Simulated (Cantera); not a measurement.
Charge: 1 mol CaO, 0.77 mol F₂, held at 10.0 mbar.

Cantera equilibrium calculation (NASA polynomials, part measured and part estimated; ideal gas, pure solids and liquids). Candidate condensed phases: Ca, CaF₂, CaO; 13 gas species. Mutual solubility and eutectic melting of coexisting phases are not modelled. The numbers say what is thermodynamically allowed, not how fast it happens.

x: gas mole fraction; n: condensed amount in mol.

| T (K) | x O₂ | x CaF₂ | x O | x F | x CaF | x CaO | x O₃ | n CaF₂(s) | n CaO(s) | n CaF₂(l) |
|---|---|---|---|---|---|---|---|---|---|---|
| 1348 | 1.000 | 5.60e-6 | 4.08e-6 | 6.09e-9 | 1.32e-12 | <1e-12 | 8.49e-11 | 0.770 | 0.230 | 0 |
| 1423 | 1.000 | 3.84e-5 | 1.35e-5 | 3.48e-8 | 2.59e-11 | <1e-12 | 1.67e-10 | 0.770 | 0.230 | 0 |
| 1498 | 1.000 | 0.000209 | 3.95e-5 | 1.65e-7 | 3.69e-10 | <1e-12 | 3.07e-10 | 0.770 | 0.230 | 0 |
| 1573 | 0.999 | … | … | … | … | … | … | 0.770 | 0.230 | 0 |
| 1648 | 0.996 | 0.00370 | 0.000253 | 2.36e-6 | 3.50e-8 | 2.03e-11 | 8.80e-10 | 0.769 | 0.230 | 0 |
| 1723 | 0.987 | … | … | … | … | … | … | 0 | 0.230 | 0.765 |
| 1798 | 0.965 | 0.0338 | 0.00117 | 1.99e-5 | 1.41e-6 | 1.11e-9 | 2.04e-9 | 0 | 0.230 | 0.757 |
| 1873 | 0.912 | 0.0861 | 0.00226 | 4.95e-5 | 7.12e-6 | 6.44e-9 | 2.77e-9 | 0 | 0.230 | 0.734 |

**Question.** Some entries are withheld; supply them.

**Answer.** 
- 1573, x CaF₂: 0.000951
- 1573, x O: 0.000104
- 1573, x F: 6.66e-7
- 1573, x CaF: 4.03e-9
- 1573, x CaO: 2.05e-12
- 1573, x O₃: 5.34e-10
- 1723, x CaF₂: 0.0121
- 1723, x O: 0.000565
- 1723, x F: 7.30e-6
- 1723, x CaF: 2.45e-7
- 1723, x CaO: 1.64e-10
- 1723, x O₃: 1.38e-9
